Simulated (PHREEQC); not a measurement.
Solution (25 °C): 0.1 mol KH2PO4 per kg of water. Closed to the air; pH follows from the charge balance.

Equilibrium calculation in PHREEQC: ion-association model, phreeqc.dat.

The ionic strength comes out as 0.100 mol/kgw. What activity coefficients do K+, KHPO4-, HPO4-2, H2PO4-, H+ get?

K+ 0.76, KHPO4- 0.79, HPO4-2 0.38, H2PO4- 0.79, H+ 0.83.

This is a speciation only: nothing precipitates in the calculation. Species that the database lacks are ignored.
